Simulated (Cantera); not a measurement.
What does this Cantera script print?

```python
import numpy as np
import cantera as ct

gas = ct.Solution("h2o2.yaml")
gas.TPX = 475, 21000, {'H2': 1, 'O2': 0.455, 'N2': 1.55}
flame = ct.FreeFlame(gas, width=0.12)
flame.set_refine_criteria(ratio=3, slope=0.08, curve=0.16)
flame.transport_model = "mixture-averaged"
flame.solve(loglevel=0, auto=True)
z, T = flame.grid, flame.T
thick = (T[-1] - T[0]) / np.gradient(T, z).max()
show = ['H2', 'O2', 'H', 'H2O', 'O', 'OH']
print(f"laminar burning velocity  {flame.velocity[0] * 100:.3f} cm/s")
print(f"burnt temperature         {T[-1]:.1f} K")
print(f"thermal thickness         {thick * 1e3:.4f} mm")
print(f"grid points               {len(z)}")
z0 = z[flame.heat_release_rate.argmax()]
print(f"{'z/mm':>9s}{'T/K':>9s}{'u/(m/s)':>9s}" + "".join(f"{s:>11s}" for s in show))
rows = []
for k in (-3, -2, -1.5, -1, -0.5, -0.25, 0, 0.25, 0.5, 1, 2, 4, 8):
    zz = z0 + k * thick
    rows.append([k * thick, np.interp(zz, z, T), np.interp(zz, z, flame.velocity),
                 *(np.interp(zz, z, flame.X[gas.species_index(s)]) for s in show)])
    print(f"{rows[-1][0] * 1e3:9.3f}{rows[-1][1]:9.1f}{rows[-1][2]:9.3f}" + "".join(f"{x:11.3e}" for x in rows[-1][3:]))
```

It prints:

```
laminar burning velocity  484.893 cm/s
burnt temperature         2472.2 K
thermal thickness         3.2145 mm
grid points               142
     z/mm      T/K  u/(m/s)         H2         O2          H        H2O          O         OH
   -9.643    475.0    4.849  3.328e-01  1.514e-01  3.417e-19  3.591e-16  3.743e-18  5.195e-20
   -6.429    475.0    4.849  3.328e-01  1.514e-01  1.024e-15  6.240e-14  2.348e-15  3.262e-17
   -4.822    475.0    4.849  3.328e-01  1.514e-01  6.865e-13  6.148e-12  2.688e-13  3.761e-15
   -3.214    475.0    4.849  3.328e-01  1.514e-01  1.831e-09  2.918e-09  1.115e-10  2.591e-12
   -1.607    479.4    4.887  3.317e-01  1.515e-01  5.583e-05  1.494e-04  2.253e-06  1.548e-05
   -0.804    652.4    6.543  3.059e-01  1.477e-01  6.740e-03  1.359e-02  1.585e-04  5.800e-04
    0.000   1115.6   10.791  1.696e-01  1.011e-01  6.175e-02  1.153e-01  6.849e-03  3.188e-03
    0.804   1420.2   13.565  6.747e-02  3.656e-02  9.284e-02  2.293e-01  1.405e-02  9.016e-03
    1.607   1547.4   14.670  6.030e-02  2.786e-02  8.543e-02  2.450e-01  1.436e-02  1.177e-02
    3.214   1692.3   15.885  6.244e-02  2.448e-02  7.126e-02  2.530e-01  1.340e-02  1.461e-02
    6.429   1852.9   17.188  6.363e-02  2.104e-02  5.609e-02  2.630e-01  1.156e-02  1.720e-02
   12.858   2018.5   18.484  6.267e-02  1.733e-02  4.169e-02  2.754e-01  9.139e-03  1.887e-02
   25.716   2178.3   19.693  5.957e-02  1.355e-02  2.922e-02  2.897e-01  6.569e-03  1.912e-02
```

Computed with Cantera and the H2/O2 subset of GRI-Mech 3.0, which has no nitrogen chemistry. Burning velocities carry a grid error of a few per cent, more on coarse grids.
